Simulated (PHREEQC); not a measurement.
Dissolve 13 mmol/kgw HCl, 0.96 mmol/kgw CuSO4 and 41 mmol/kgw KCl at 90 °C. Closed to the air; pH follows from the charge balance.

Equilibrium calculation in PHREEQC: ion-association model, phreeqc.dat.

Precipitation was switched off in this run.

Q: Order these Cu species by the share of Cu that they hold, largest first: CuSO4, CuCl2, CuCl+, Cu+2.

A: Cu+2 (54 %), CuCl+ (44 %), CuCl2 (1.4 %), CuSO4 (0.62 %)

Q: Order these S species by the share of S that they hold, largest first: KSO4-, SO4-2, HSO4-, CuSO4.

A: HSO4- (68 %), SO4-2 (24 %), KSO4- (7.0 %), CuSO4 (0.62 %)

The pH is 1.99 and the ionic strength 0.0555 mol/kgw. Constants without temperature data keep their 25 °C values here.
